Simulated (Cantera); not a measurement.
Input (Python, Cantera) and output of one run.

```python
import numpy as np
import cantera as ct

gas_names = [...]  # 87 gases of nasa_gas.yaml made of C, H, Si
cond_names = """
    C(gr) C6H6(L) C7H8(L) C8H18(L),n-octa Si(cr) Si(L) SiC(b)
""".split()


# ... load() reads the species with a 1 bar reference pressure and builds the phases ...
atoms = {
    'CH3SiH3': {'C': 1, 'H': 6, 'Si': 1},
    'C2H2': {'C': 2, 'H': 2},
    'H2': {'H': 2},
}
top_T = {'C(gr)': 4500, 'SiC(b)': 3050}  # K; cautious upper limits of use, not melting points


# ... equilibrate(T, P, feed) seeds the gas with the atoms and calls Mixture.equilibrate('TP', solver="vcs", rtol=1e-11, max_steps=5000) ...
results = []
feed = {'CH3SiH3': 1, 'C2H2': 0.036, 'H2': 1.2}  # mol
T = 1248.15  # K
P = 1300  # Pa
mix = equilibrate(T, P, feed)
results.append((T, P, feed, dict(zip(mix.species_names, mix.species_moles))))
x = sorted(zip(gas.X, gas.species_names), reverse=True)
print(f"T = {T:g} K  P = {P:g} Pa  gas = {mix.phase_moles(0):.4g} mol")
print("   x: " + "  ".join(f"{s} {v:.3e}" for v, s in x if v > 0.001))
print("   condensed (mol): " + ("  ".join(f"{mix.phase(i).name} {mix.phase_moles(i):.4g}"
      for i in range(1, mix.n_phases) if mix.phase_moles(i) > 1e-12) or "none"))
```

It prints:

```
T = 1248.15 K  P = 1300 Pa  gas = 4.235 mol
   x: H2 9.999e-01
   condensed (mol): C(gr) 0.07138  SiC(b) 1
```

These are equilibrium values from Cantera (NASA tables, ideal gas, pure condensed phases), not measurements of a reactor. The feed counts by its element totals alone.
